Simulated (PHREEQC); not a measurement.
Brine

A solution holds 4.4 mmol/kgw KOH, 15 mmol/kgw SrCl2 and 64 mmol/kgw NaCl, at 75 °C. Closed to the air; pH follows from the charge balance.

Computed with PHREEQC (ion-association model, phreeqc.dat).

No solid was allowed to form.

### Question
Estimate the pH, density.

### Answer
pH 10.20; density 0.980 g/cm³.

Complexes and solids missing from the database can't appear. At this temperature some constants are extrapolated from 25 °C, and those without enthalpy data are left unchanged.
